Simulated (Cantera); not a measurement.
A freely propagating, adiabatic, planar premixed flame of H₂ : O₂ : N₂ = 1 : 0.714 : 2.69 (molar parts), equivalence ratio 0.70, unburnt at 400 K and 10.0 bar; mixture-averaged transport, grid criteria slope 0.08 and curve 0.16, no radiation.

Computed with Cantera and the H2/O2 subset of GRI-Mech 3.0, which has no nitrogen chemistry. The hydrogen kinetics of GRI-Mech 3.0 are dated; newer H2 mechanisms differ, most at raised pressure. Burning velocities carry a grid error of a few per cent, more on coarse grids.

**Question.** What does this change do: O2 0.714 to 0.92 parts?

**Answer.** 
| quantity | before | after |
|---|---|---|
| laminar burning velocity | 77.8 cm/s | 60.4 cm/s |
| thermal thickness | 0.0378 mm | 0.0419 mm |
| peak x(OH) | 0.00616 | 0.00518 |
| peak x(H₂O₂) | 0.000350 | 0.000403 |
| peak x(HO₂) | 0.000959 | 0.000913 |
Lean hydrogen flames are cellular in practice and burn faster than this planar one.

**Question.** What does this change do: inlet temperature 400 to 648 K?

**Answer.** 
```csv
quantity,before,after
laminar burning velocity,77.8 cm/s,333 cm/s
thermal thickness,0.0378 mm,0.0279 mm
peak x(OH),0.00616,0.0115
peak x(H₂O₂),0.000350,0.000194
peak x(HO₂),0.000959,0.00115
```

**Question.** What does this change do: inlet temperature 400 to 548 K?

**Answer.** 
```
quantity                     before      after
------------------------  ---------  ---------
laminar burning velocity  77.8 cm/s   190 cm/s
thermal thickness         0.0378 mm  0.0304 mm
peak x(OH)                  0.00616    0.00897
peak x(H₂O₂)               0.000350   0.000260
peak x(HO₂)                0.000959    0.00111
```
